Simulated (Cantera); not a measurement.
Feed: 1 mol C₂H₆, 0.53 mol H₂O, 8.6 mol H₂, 1.7 mol NH₃, equilibrated at 4.80 bar.

Method: chemical equilibrium by Gibbs-energy minimisation in Cantera with the NASA 1993 tables (ideal gas, pure condensed phases). Candidate condensed phases: C, C₆H₆, C₇H₈, C₈H₁₈, H₂O; 169 gas species. Ions and electrons are included (thermal ionisation). Equilibrium is a limit: real reactors are often held back by kinetics, nucleation or transport.

Q: At 4500 K, list the 7 most abundant gas species with their mole fractions, and the condensed phases.

A: H 0.710, H₂ 0.202, N₂ 0.0240, CO 0.0205, C 0.0130, HCN 0.00724, CN 0.00672. Condensed: gas only.
